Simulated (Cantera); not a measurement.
Feed: 1 mol SiCl₄, 0.73 mol N₂O, 5.8 mol H₂, held at 1.00 Torr.

These are equilibrium values from Cantera (NASA tables, ideal gas, pure condensed phases), not measurements of a reactor. Candidate condensed phases: H₂O, NH₄Cl, Si, SiO₂, Si₂N₂O, Si₃N₄; 47 gas species. The tables' values for SiCl, SiCl₃ are old estimates; treat these amounts as uncertain. Kinetics and transport are ignored.

x: gas mole fraction; nothing condenses.

| T (K) | x H₂ | x HCl | x N₂ | x SiO | x H | x SiCl₂ | x Cl |
|---|---|---|---|---|---|---|---|
| 1600 | 0.440 | 0.372 | 0.0788 | 0.0788 | 0.000987 | 0.0283 | 0.000661 |
| 1650 | 0.439 | 0.372 | 0.0788 | 0.0787 | (withheld) | 0.0285 | (withheld) |
| 1700 | 0.438 | 0.371 | 0.0787 | 0.0787 | 0.00267 | 0.0286 | 0.00176 |
| 1750 | 0.437 | 0.369 | 0.0786 | 0.0786 | (withheld) | 0.0286 | (withheld) |
| 1800 | 0.436 | 0.367 | 0.0784 | 0.0784 | 0.00648 | 0.0285 | 0.00418 |
| 1850 | 0.434 | 0.365 | 0.0782 | 0.0782 | 0.00972 | 0.0283 | 0.00621 |
| 1900 | 0.431 | 0.361 | 0.0779 | 0.0779 | 0.0143 | 0.0280 | 0.00901 |
| 1950 | 0.427 | 0.356 | 0.0775 | 0.0775 | 0.0205 | 0.0273 | 0.0128 |
| 2000 | 0.421 | 0.350 | 0.0769 | 0.0769 | 0.0289 | 0.0263 | 0.0179 |
| 2050 | 0.414 | 0.342 | 0.0761 | 0.0761 | 0.0400 | 0.0247 | 0.0244 |

### Question
Some entries are withheld; supply them.

### Answer

- 1650, x H: 0.00165
- 1650, x Cl: 0.00109
- 1750, x H: 0.00421
- 1750, x Cl: 0.00274
